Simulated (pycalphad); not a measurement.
# Phase fractions of Si-3.07Sn-74.3Al (at.%)

Computed with pycalphad from the COST 507 light-alloy database (1999), at 1 atm. The database dates from 1999; later assessments differ in places, in temperatures and in the compounds included. The system is extrapolated from its subsystems; higher-order compounds may be missing. Amounts are mole fractions of atoms.

```csv
T (°C),liquid,diamond (Si),fcc
802,1.000,-,-
727,0.980,0.020,-
652,0.920,0.080,-
577,0.872,0.128,-
502,0.041,0.220,0.739
427,0.035,0.224,0.741
352,0.033,0.225,0.742
277,0.032,0.226,0.742
```
